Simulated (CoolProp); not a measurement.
Vapour-liquid equilibrium of trans-2-butene (1) + methanol (2) at 1.23 MPa; x and y are mole fractions of (1).

Values from CoolProp's multi-fluid Helmholtz-energy mixture model, Lemmon 2005 and de Reuck 1993; pair parameters Bell 2016.

| x | bubble temperature, mixture model (K) | bubble temperature, Raoult's law (K) | y, mixture model | y, Raoult's law |
|---|---|---|---|---|
| 0.05 | 401.9 | 414.5 | 0.330 | 0.129 |
| 0.2 | 371.3 | 404.3 | 0.730 | 0.435 |
| 0.35 | 364.5 | 394.9 | 0.786 | 0.645 |
| 0.5 | 363.9 | 386.2 | 0.791 | 0.787 |
| 0.65 | 363.3 | 378.4 | 0.801 | 0.882 |
| 0.8 | 362.1 | 371.3 | 0.838 | 0.946 |
| 0.95 | 362.1 | 365.1 | 0.939 | 0.989 |

The largest gap from Raoult's law is -33.0 K in bubble temperature, at x = 0.2. y crosses x between x = 0.8 and 0.95: the model has an azeotrope there.

Pair parameters are fitted to limited data, so mixtures are less certain than the pure fluids. With so large a gap from Raoult's law the liquid may split in two, which this calculation doesn't test in full.
